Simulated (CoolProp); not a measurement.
Oxygen along the isotherm 37.05 °C: density (kg/m³) from the reference equation and from simpler models built on Tc = -118.6 °C, pc = 5.046 MPa, ω = 0.022; each cubic takes its own stable root.

Model: reference Helmholtz-energy equation of state, Schmidt 1985, in CoolProp. Above 300 K oxygen's equation is extrapolated.

```tsv
p (MPa)	phase	reference	Redlich-Kwong	Soave-Redlich-Kwong	Peng-Robinson
0.97	gas	12.09	12.11	12.08	12.12
1.94	gas	24.30	24.35	24.26	24.42
2.91	gas	36.62	36.72	36.52	36.87
3.88	gas	49.04	49.21	48.85	49.46
4.85	gas	61.54	61.81	61.24	62.17
5.82	supercritical	74.13	74.49	73.67	74.99
6.79	supercritical	86.78	87.25	86.13	87.91
7.76	supercritical	99.48	100.1	98.61	100.9
8.73	supercritical	112.2	112.9	111.1	113.9
9.7	supercritical	125.0	125.8	123.6	127.0
10.7	supercritical	138.2	139.1	136.4	140.5
11.6	supercritical	150.0	151.1	147.9	152.6
12.6	supercritical	163.1	164.4	160.6	166.1
```
